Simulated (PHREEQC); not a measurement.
# Geothermal or formation water

Model water analysis in mmol/kgw, 75 °C, pH 6.28: Na 210; K 11.2; Ca 1.81; Mg 6.66; Cl 227; S(6) 3.91; Alkalinity (meq/kgw) 5.52; B 5.08; Si 1.24; Li 0.083.

Valence states are taken as typed.

Computed with PHREEQC (Pitzer model, pitzer.dat).

No solid was allowed to form.

### Question
Predict the activity of water.

### Answer
activity of water 0.992.

### Question
In which forms is C present?

### Answer
HCO3- 58 %, CO2 42 % of the C.

Complexes and solids missing from the database can't appear. At this temperature some constants are extrapolated from 25 °C, and those without enthalpy data are left unchanged.
